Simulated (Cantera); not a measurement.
Feed: 1 mol AlN, 0.17 mol N2, equilibrated at 17.0 Pa.

These are equilibrium values from Cantera (NASA tables, ideal gas, pure condensed phases), not measurements of a reactor. Candidate condensed phases: Al, AlN; 5 gas species. The numbers say what is thermodynamically allowed, not how fast it happens.

Over these rows the condensed part is AlN(s). Partial pressures as log10 of bar:

```csv
T (K),1000/T (1/K),log p Al,log p N2
1498,0.6676,-8.35,-3.77
1523,0.6566,-7.99,-3.77
1548,0.6460,?,-3.77
1573,0.6357,-7.30,-3.77
1598,0.6258,-6.96,-3.77
1623,0.6161,-6.64,-3.77
```

Q: Fit log p(Al) = a + b·(1000/T) to the five rows, give the apparent enthalpy, and predict the row at 1548 K.

A: Means: 1000/T = 0.6404, log p = -7.448. Sxy = -0.060770, Sxx = 0.0018280, so b = -33.24 and a = -7.448 − (-33.24)×0.6404 = 13.84.
Apparent enthalpy: −19.145 × (-33.24) = 636 kJ/mol. With the condensed phases at unit activity, AlN(s) = Al(g) + 1/2 N2(g) links this pressure to the main gases: over the six rows their terms move log p by +0.00 in all, so the slope is close to that reaction's ΔH°. The five rows lie within 0.01 of the line.
Prediction at 1548 K: 13.84 + (-33.24)×0.6460 = -7.63. The computed value is -7.64, 0.01 from the line.
